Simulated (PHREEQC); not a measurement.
1 kg of water meets 20 L of dry gas (N2 0.74, O2 0.26 by moles) at fixed total pressure, at 100 atm; fugacities by Peng-Robinson. The gases take part in no redox reaction, some water evaporates into the gas, and hydrates or a liquid gas phase aren't modelled. Precipitation was switched off in this run.

Computed with PHREEQC (ion-association model, phreeqc.dat).

Question: Predict dissolved N2 (mol/kgw) at T (°C) = 30, 80.

Answer: 
| T (°C) | dissolved N2 (mol/kgw) |
|---|---|
| 30 | 0.0402 |
| 80 | 0.0305 |

At this temperature some constants are extrapolated from 25 °C, and those without enthalpy data are left unchanged.
